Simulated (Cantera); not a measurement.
An adiabatic, constant-volume homogeneous reactor starts with C3H8 : O2 : N2 : H2O = 1 : 14.3 : 53.7 : 2.6 (molar parts), equivalence ratio 0.35, at 1725 K and 0.500 bar. Integrator tolerance rtol = 1e-08.

Cantera simulation using GRI-Mech 3.0 (53 species, 325 reactions); the numbers are that mechanism's predictions, not measurements. GRI-Mech 3.0 was tuned for natural gas; its chemistry of propane as a main component is partial and can be far from experiment.

**Question.** What does this change do: initial temperature 1725 to 1275 K?

**Answer.** 
```tsv
quantity	before	after
time of steepest temperature rise	26.5 µs	1.72 ms
temperature at 0.900 s	2463 K	2175 K
equilibrium temperature	2463 K	2174 K
x(C3H8) at 0.900 s	<1e-12 (gas-phase equilibrium <1e-12)	<1e-12 (gas-phase equilibrium <1e-12)
x(O2) at 0.900 s	0.117 (gas-phase equilibrium 0.117)	0.123 (gas-phase equilibrium 0.123)
x(H2O) at 0.900 s	0.0828 (gas-phase equilibrium 0.0828)	0.0885 (gas-phase equilibrium 0.0885)
x(C2H) at 0.900 s	<1e-12 (gas-phase equilibrium <1e-12)	<1e-12 (gas-phase equilibrium <1e-12)
x(HCO) at 0.900 s	4.00e-10 (gas-phase equilibrium 4.00e-10)	1.17e-11 (gas-phase equilibrium 1.15e-11)
x(NO) at 0.900 s	0.0155 (gas-phase equilibrium 0.0155)	0.00838 (gas-phase equilibrium 0.00880)
```

**Question.** What does this change do: pressure from 0.500 bar to 0.240 bar?

**Answer.** 
| quantity | before | after |
|---|---|---|
| time of steepest temperature rise | 26.5 µs | 49.0 µs |
| temperature at 0.900 s | 2463 K | 2436 K |
| equilibrium temperature | 2463 K | 2436 K |
| x(C3H8) at 0.900 s | <1e-12 (gas-phase equilibrium <1e-12) | <1e-12 (gas-phase equilibrium <1e-12) |
| x(O2) at 0.900 s | 0.117 (gas-phase equilibrium 0.117) | 0.117 (gas-phase equilibrium 0.117) |
| x(H2O) at 0.900 s | 0.0828 (gas-phase equilibrium 0.0828) | 0.0815 (gas-phase equilibrium 0.0815) |
| x(C2H) at 0.900 s | <1e-12 (gas-phase equilibrium <1e-12) | <1e-12 (gas-phase equilibrium <1e-12) |
| x(HCO) at 0.900 s | 4.00e-10 (gas-phase equilibrium 4.00e-10) | 3.44e-10 (gas-phase equilibrium 3.44e-10) |
| x(NO) at 0.900 s | 0.0155 (gas-phase equilibrium 0.0155) | 0.0147 (gas-phase equilibrium 0.0147) |
